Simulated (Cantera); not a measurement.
An adiabatic, constant-pressure homogeneous reactor starts with 15.2 % CH4, 17.9 % O2, 67.0 % N2, at 1750 K and 5.00 bar.

Detailed kinetics in Cantera: GRI-Mech 3.0 (53 species, 325 reactions).

**Question.** Predict: time of steepest temperature rise; temperature at 0.400 s; equilibrium temperature; x(O2) at 0.400 s; x(HO2) at 0.400 s; x(NO) at 0.400 s.

**Answer.** 
```
Property                                                               Value
---------------------------------  -----------------------------------------
time of steepest temperature rise                                    46.7 µs
temperature at 0.400 s                                                2864 K
equilibrium temperature                                               2864 K
x(O2) at 0.400 s                   0.000315 (gas-phase equilibrium 0.000315)
x(HO2) at 0.400 s                    4.57e-7 (gas-phase equilibrium 4.57e-7)
x(NO) at 0.400 s                     0.00135 (gas-phase equilibrium 0.00135)
```
